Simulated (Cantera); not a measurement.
An isothermal, constant-pressure homogeneous reactor starts with 1.88 % CO, 8.75 % O₂, 0.0732 % H₂O, 89.3 % N₂, equivalence ratio 0.11, at 900 K and 1730 Torr.

Computed with Cantera and GRI-Mech 3.0 (53 species, 325 reactions).

One state of this run: x CO = 0.0160; x O₂ = 0.0863; x H₂O = 0.000733; x H₂ = 3.62e-7; x H₂O₂ = 7.66e-8; x O = 3.23e-9; x H = 7.81e-11. x: mole fraction; the columns are a selection and need not sum to one.

Question: Which value of t (s) does it belong to?
A) 0.00570
B) 0.0138
C) 0.478
D) 40.0

Answer: D, 40.0
